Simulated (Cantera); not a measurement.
A freely propagating, adiabatic, planar premixed flame of 10.6 % CH₄, 8.58 % CO, 16.9 % O₂, 63.9 % N₂, equivalence ratio 1.5, unburnt at 325 K and 5.00 bar; mixture-averaged transport, grid criteria slope 0.08 and curve 0.16, no radiation.

Cantera simulation using GRI-Mech 3.0 (53 species, 325 reactions); the numbers are that mechanism's predictions, not measurements. Burning velocities carry a grid error of a few per cent, more on coarse grids.

Task: Predict: laminar burning velocity; thermal thickness; peak x(HCN); peak x(H₂).

Result: 
```json
{
 "laminar_burning_velocity": "9.28 cm/s",
 "thermal_thickness": "0.330 mm",
 "peak x(HCN)": "1.35e-5",
 "peak x(H₂)": "0.0524"
}
```
